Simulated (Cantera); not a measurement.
A closed system holds: 1 mol Ta(OEt)5, 0.6 mol CO2, at 0.100 bar.

Equilibrium computed with Cantera from the NASA thermochemical tables; the gas is ideal and each condensed phase is pure. Candidate condensed phases: C, C6H6, C7H8, C8H18, H2O, Ta, TaC, Ta2O5; 113 gas species. The feed counts by its element totals alone. TaC: taken at fixed stoichiometry. Condensed phases not in the tables: Ta2C. Equilibrium is a limit: real reactors are often held back by kinetics, nucleation or transport.

Over these rows the condensed part is C(graphite) + TaC(s). Partial pressures as log10 of bar:

```tsv
T (K)	1000/T (1/K)	log p C2H2 (acetylene)	log p H2	log p CO
1825	0.5479	-4.84	-1.18	-1.48
1975	0.5063	-4.36	-1.18	-1.48
2125	0.4706	-3.96	-1.18	-1.48
2275	0.4396	?	-1.19	-1.48
2425	0.4124	-3.31	-1.20	-1.49
2575	0.3883	-3.06	-1.23	-1.50
```

**Question.** Fit log p(C2H2 (acetylene)) = a + b·(1000/T) to the five rows, give the apparent enthalpy, and predict the row at 2275 K.

**Answer.** Means: 1000/T = 0.4651, log p = -3.906. Sxy = -0.192719, Sxx = 0.0172591, so b = -11.17 and a = -3.906 − (-11.17)×0.4651 = 1.29.
Apparent enthalpy: −19.145 × (-11.17) = 214 kJ/mol. With the condensed phases at unit activity, 2 C(graphite) + H2(g) = C2H2 (acetylene)(g) links this pressure to the main gases: over the six rows their terms move log p by -0.05 in all, so the slope is close to that reaction's ΔH°. The five rows lie within 0.01 of the line.
Prediction at 2275 K: 1.29 + (-11.17)×0.4396 = -3.62. The computed value is -3.61, 0.01 from the line.
